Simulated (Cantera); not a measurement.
A closed system holds: 1 mol SiH4, 22 mol H2, 1.5 mol HCl, equilibrated at 0.490 bar.

Equilibrium computed with Cantera from the NASA thermochemical tables; the gas is ideal and each condensed phase is pure. Candidate condensed phases: Si; 19 gas species. The tables' values for SiCl3 are old estimates; treat these amounts as uncertain. Equilibrium is a limit: real reactors are often held back by kinetics, nucleation or transport. All values below are at 1473 K.

Base state: H2 0.950, HCl 0.0429, SiCl2 0.00610, SiCl3 0.000560, SiHCl3 0.000365, SiCl4 0.000176, SiH2Cl2 0.000119, H 1.76e-5 (mole fractions); condensed: Si(s).

**Question.** What changes in the equilibrium state with this change: HCl from 1.5 to 0.083 mol?

**Answer.** 
| species | before | after |
|---|---|---|
| H2 | 0.950 | 0.997 |
| HCl | 0.0429 | 0.00337 |
| SiCl2 | 0.00610 | 3.58e-5 |
| SiCl4 | 0.000176 | 6.06e-9 |
| SiCl3 | 0.000560 | 2.52e-7 |
| SiHCl3 | 0.000365 | 1.68e-7 |
| Si(s), mol | 0.813 | 0.999 |
